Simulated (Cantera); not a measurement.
Cantera run:

```python
import numpy as np
import cantera as ct

gas_names = """
    B BH BH2 BH3 BN BO BO2 B2 B2O B2O2 B2O3 B3O3H3 H HBO HBO2 HNO HNO2 HNO3 HO2 H2 H2O H2O2 H3B3O6 N NH
    NH2 NH3 NH2OH NO NO2 NO3 N2 N2H2 N2H4 N2O O OH O2 O3
""".split()
cond_names = """
    B(b) B(L) BN(s) B2O3(L) B3O3H3(cr) H2O(s) H2O(L)
""".split()


# ... load() reads the species with a 1 bar reference pressure and builds the phases ...
atoms = {
    'B2O3': {'B': 2, 'O': 3},
    'N2': {'N': 2},
    'H2': {'H': 2},
}
top_T = {'BN(s)': 3200}  # K; cautious upper limits of use, not melting points


# ... equilibrate(T, P, feed) seeds the gas with the atoms and calls Mixture.equilibrate('TP', solver="vcs", rtol=1e-11, max_steps=5000) ...
results = []
T = 2023.15  # K
P = 2500  # Pa
for m in [1.2, 1.7, 2.3, 3.2, 4.5, 6.3, 8.8, 12, 17, 24]:
    feed = {'B2O3': 1, 'N2': 31, 'H2': m}  # mol
    mix = equilibrate(T, P, feed)
    results.append((T, P, feed, dict(zip(mix.species_names, mix.species_moles))))

top = {s: max(r[3][s] / sum(r[3][g] for g in gas_names) for r in results) for s in gas_names}
cols = sorted((s for s in top if top[s] > 1e-06), key=lambda s: -top[s])[:8]
seen = [c for c in cond_names if any(r[3].get(c, 0) > 1e-12 for r in results)]
print("log10 of partial pressures in bar; condensed amounts in mol")
print(f"{'n(H2)':>10s}" + "".join(f"{s[:9]:>10s}" for s in cols + seen))
for T, P, feed, n in results:
    ng = sum(n[g] for g in gas_names)
    print(f"{feed['H2']:10.4g}" + "".join(f"{np.log10(max(n[s] / ng * P / 1e5, 1e-99)):10.3f}" for s in cols)
          + "".join(f"{n.get(c, 0):10.4g}" for c in seen))
```

It prints:

```
log10 of partial pressures in bar; condensed amounts in mol
     n(H2)        N2        H2      B2O3      HBO2       HBO         H        BO       H2O
       1.2    -1.633    -3.150    -3.287    -3.653    -4.040    -4.296    -4.034    -4.983
       1.7    -1.640    -2.985    -3.319    -3.613    -3.947    -4.214    -4.023    -4.872
       2.3    -1.647    -2.848    -3.351    -3.582    -3.872    -4.145    -4.017    -4.778
       3.2    -1.659    -2.703    -3.392    -3.553    -3.798    -4.073    -4.015    -4.679
       4.5    -1.675    -2.560    -3.444    -3.530    -3.729    -4.001    -4.018    -4.582
       6.3    -1.696    -2.426    -3.506    -3.516    -3.672    -3.934    -4.027    -4.492
       8.8    -1.723    -2.302    -3.581    -3.512    -3.626    -3.872    -4.043    -4.410
        12    -1.756    -2.195    -3.664    -3.520    -3.594    -3.818    -4.065    -4.342
        17    -1.803    -2.085    -3.775    -3.543    -3.573    -3.764    -4.099    -4.277
        24    -1.861    -1.990    -3.908    -3.585    -3.568    -3.716    -4.142    -4.227
```

These are equilibrium values from Cantera (NASA tables, ideal gas, pure condensed phases), not measurements of a reactor.
